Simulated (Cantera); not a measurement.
Cantera run:

```python
import numpy as np
import cantera as ct

gas_names = """
    H H2 Ti
""".split()
cond_names = """
    Ti(a) Ti(b) Ti(L)
""".split()


# ... load() reads the species with a 1 bar reference pressure and builds the phases ...
atoms = {
    'Ti': {'Ti': 1},
    'H2': {'H': 2},
}
top_T = {}  # K; cautious upper limits of use, not melting points


# ... equilibrate(T, P, feed) seeds the gas with the atoms and calls Mixture.equilibrate('TP', solver="vcs", rtol=1e-11, max_steps=5000) ...
results = []
feed = {'Ti': 1, 'H2': 6.2}  # mol
T = 2073.15  # K
P = 41  # Pa
mix = equilibrate(T, P, feed)
results.append((T, P, feed, dict(zip(mix.species_names, mix.species_moles))))
print(gas.report(threshold=1e-06))
for i in range(1, mix.n_phases):
    print(f"{mix.phase(i).name:16s} {mix.phase_moles(i):12.5e} mol")
```

Output:

```
       temperature   2073.2 K
          pressure   41 Pa
           density   1.1192e-05 kg/m^3
  mean mol. weight   4.7053 kg/kmol
   phase of matter   gas

                          1 kg             1 kmol
                     ---------------   ---------------
          enthalpy        2.2747e+07        1.0703e+08  J
   internal energy        1.9083e+07        8.9793e+07  J
           entropy             54706        2.5741e+05  J/K
    Gibbs function       -9.0667e+07       -4.2661e+08  J
 heat capacity c_p            6852.5             32243  J/K
 heat capacity c_v            5085.4             23928  J/K

                      mass frac. Y      mole frac. X     chem. pot. / RT
                     ---------------   ---------------   ---------------
                 H          0.025236            0.1178           -13.796
                H2           0.35174           0.82096           -27.592
                Ti           0.62302          0.061242           -7.7152

Ti(L)             5.68451e-01 mol
```

Cantera equilibrium calculation (NASA polynomials, part measured and part estimated; ideal gas, pure solids and liquids).
